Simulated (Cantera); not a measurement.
An adiabatic, constant-pressure homogeneous reactor starts with CO : H2 : CH4 : O2 : N2 = 1 : 0.27 : 0.49 : 1.66 : 6.26 (molar parts), at 1200 K and 1.00 atm. Integrator tolerance rtol = 1e-08.

Detailed kinetics in Cantera: GRI-Mech 3.0 (53 species, 325 reactions).

### Question
What does this change do: H2 0.27 to 0.66 parts?

### Answer
| quantity | before | after |
|---|---|---|
| time of steepest temperature rise | 1.56 ms | 0.542 ms |
| temperature at 2.00 s | 2636 K | 2672 K |
| equilibrium temperature | 2636 K | 2672 K |
| x(CO) at 2.00 s | 0.0501 (gas-phase equilibrium 0.0501) | 0.0627 (gas-phase equilibrium 0.0627) |
| x(H2) at 2.00 s | 0.00817 (gas-phase equilibrium 0.00817) | 0.0149 (gas-phase equilibrium 0.0149) |
| x(CH4) at 2.00 s | <1e-12 (gas-phase equilibrium <1e-12) | <1e-12 (gas-phase equilibrium <1e-12) |
| x(CH3) at 2.00 s | <1e-12 (gas-phase equilibrium <1e-12) | <1e-12 (gas-phase equilibrium <1e-12) |
| x(CO2) at 2.00 s | 0.108 (gas-phase equilibrium 0.108) | 0.0906 (gas-phase equilibrium 0.0906) |
